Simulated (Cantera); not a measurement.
Pyrogenic steam for wet oxidation

An isothermal, constant-pressure homogeneous reactor starts with H2 : O2 : N2 = 0.51 : 1 : 4.2 (molar parts), equivalence ratio 0.26, at 1298 K and 30000 Pa.

Cantera simulation using the H2/O2 subset of GRI-Mech 3.0, which has no nitrogen chemistry; the numbers are that mechanism's predictions, not measurements. The temperature is held fixed by assumption; the heat of reaction is taken as removed at once.

```tsv
t (s)	x H2	x O2	x H	x H2O	x OH	x H2O2	x HO2
1.00e-6	0.0893	0.175	1.70e-9	2.62e-11	1.05e-10	<1e-12	1.80e-9
3.05e-6	0.0893	0.175	5.11e-9	5.87e-10	7.33e-10	3.00e-12	5.50e-9
9.30e-6	0.0893	0.175	2.11e-8	1.18e-8	4.93e-9	2.78e-11	1.70e-8
2.83e-5	0.0893	0.175	3.49e-7	4.50e-7	9.40e-8	2.70e-10	6.23e-8
8.64e-5	0.0875	0.174	0.000839	0.00123	0.000231	6.95e-8	1.37e-5
0.000263	0.00450	0.132	0.0134	0.0785	0.00396	1.59e-6	2.13e-5
0.000803	0.000760	0.136	0.000746	0.0914	0.00152	1.10e-6	1.50e-5
0.00245	6.72e-5	0.136	1.87e-5	0.0932	0.000442	3.31e-7	3.75e-6
0.00747	7.83e-6	0.137	8.50e-7	0.0934	0.000160	8.57e-8	6.50e-7
0.0228	1.42e-6	0.137	7.45e-8	0.0935	7.11e-5	2.41e-8	1.42e-7
0.0694	3.45e-7	0.137	9.66e-9	0.0935	3.60e-5	7.41e-9	4.18e-8
0.212	1.04e-7	0.137	1.66e-9	0.0935	2.00e-5	2.53e-9	2.07e-8
0.645	4.62e-8	0.137	5.02e-10	0.0935	1.32e-5	1.20e-9	1.87e-8
1.97	3.90e-8	0.137	3.89e-10	0.0935	1.21e-5	1.02e-9	1.90e-8
6.00	3.89e-8	0.137	3.89e-10	0.0935	1.21e-5	1.02e-9	1.90e-8
```
x: mole fraction; the columns are a selection and need not sum to one.

Equilibrium at this temperature and pressure: H2 3.89e-8, O2 0.137, H 3.89e-10, H2O 0.0935, OH 1.21e-5, H2O2 1.02e-9, HO2 1.90e-8 (gas phase only).
